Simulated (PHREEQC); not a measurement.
# Acid rinse or clean

Solution (25 °C): 0.29 mol/kgw HNO3, 7.8e-05 mol/kgw AlCl3, 0.19 mol/kgw KCl and 0.5 mol/kgw MgSO4. Closed to the air; pH follows from the charge balance.

Equilibrium calculation in PHREEQC: ion-association model, phreeqc.dat.

```
Item                      Value
-----------------  ------------
pH                         1.02
ionic strength     1.24 mol/kgw
activity of water         0.973
density             1.069 g/cm³
total alkalinity    -290 meq/kg
```

| species | molality | activity | log γ |
|---|---|---|---|
| NO3- | 0.290 | 0.155 | -0.271 |
| Mg+2 | 0.279 | 0.0871 | -0.506 |
| MgSO4 | 0.221 | 0.294 | 0.124 |
| Cl- | 0.190 | 0.114 | -0.223 |
| K+ | 0.174 | 0.102 | -0.231 |
| HSO4- | 0.160 | 0.134 | -0.079 |
| H+ | 0.130 | 0.0956 | -0.132 |
| SO4-2 | 0.103 | 0.0144 | -0.853 |

No solid was allowed to form. Caution: at this ionic strength the ion-association model is outside its range; a Pitzer model would be the better tool where its parameters exist.
